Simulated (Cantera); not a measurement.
Charge: 1 mol CHF3, 5.2 mol H2, held at 90.0 Torr.

These are equilibrium values from Cantera (NASA tables, ideal gas, pure condensed phases), not measurements of a reactor. Candidate condensed phases: C, C6H6, C7H8, C8H18; 95 gas species. Rates play no part.

Problem. At 2225 °C, list the 6 most abundant gas species with their mole fractions, and the condensed phases.

Solution. H2 0.536, HF 0.406, H 0.0527, C2H2 (acetylene) 0.00575, F 8.29e-5, C2H 4.04e-5. Condensed: C(graphite).
